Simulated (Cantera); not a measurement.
Feed: 1 mol Al(CH₃)₃, 11 mol O₂, 6.1 mol N₂, at 950 K and 7.30 mbar.

Cantera equilibrium calculation (NASA polynomials, part measured and part estimated; ideal gas, pure solids and liquids). Candidate condensed phases: Al, AlN, Al₂O₃, C, C₆H₆, C₇H₈, C₈H₁₈, H₂O; 148 gas species. The feed counts by its element totals alone. Rates play no part.

**Question.** What is the equilibrium state?

**Answer.** x(N₂): 0.328
x(O₂): 0.269
x(H₂O): 0.242
x(CO₂): 0.161
x(NO): 1.28e-5
n(Al₂O₃(s)): 0.500 mol
gas amount: 18.60 mol
log10 activity of C(graphite) (absent): -21.98
log10 activity of Al(l) (absent): -35.85
